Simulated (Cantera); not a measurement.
Gas mixture: 14.5 % O2, 24.1 % H2O, 61.4 % N2O, at 0.0987 atm, frozen composition.

Cantera's kinetic-theory transport with the Lennard-Jones parameters of GRI-Mech 3.0, ideal gas; thermal conductivity in the mixture-averaged form. Polar gases are described roughly by these parameters. The composition is frozen, though it would react at the higher temperatures.

One state of this run: ρ (kg/m³) = 0.0722; cp (J/kg/K) = 1199; μ (µPa s) = 27.3; λ (mW/m/K) = 45.9; Pr = 0.714; D (cm²/s) NO = 6.07; D (cm²/s) H2 = 24.0; D (cm²/s) CH4 = 6.78. D: mixture-averaged diffusion coefficient of that species in the mixture.

Q: Which value of T (K) does it belong to?
(A) 1600
(B) 400
(C) 1000
(D) 600

A: D, 600
